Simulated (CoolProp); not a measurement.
R227EA at 293.15 K and 0.117 MPa flows at 6.9 m/s in a round tube of 25 mm bore and 45 µm roughness, fully developed (64/Re and Nu = 3.66 if laminar; Colebrook and Gnielinski if turbulent). Each further row changes one setting.

Computed with CoolProp (reference Helmholtz-energy equation of state, Lemmon 2016).

```json
[
 {"case": "as stated", "Reynolds number": "___", "Darcy friction factor": "___", "pressure drop (Pa/m)": "___", "heat-transfer coefficient (W/(m² K))": "165", "mass flow (kg/h)": "103"},
 {"case": "velocity 13.8 m/s", "Reynolds number": "257000", "Darcy friction factor": "0.0235", "pressure drop (Pa/m)": "757", "heat-transfer coefficient (W/(m² K))": "322", "mass flow (kg/h)": "206"},
 {"case": "diameter 50 mm", "Reynolds number": "257000", "Darcy friction factor": "0.0203", "pressure drop (Pa/m)": "81.8", "heat-transfer coefficient (W/(m² K))": "137", "mass flow (kg/h)": "412"}
]
```

Problem. Fill in the missing entries.

Solution. 
- as stated, Reynolds number: 128000
- as stated, Darcy friction factor: 0.0242
- as stated, pressure drop (Pa/m): 195

Viscosity comes from a separate model (Huber 2003), an estimate that may be off by 10 % or more. Thermal conductivity comes from a separate model (Huber 2003), an estimate that may be off by 10 % or more.
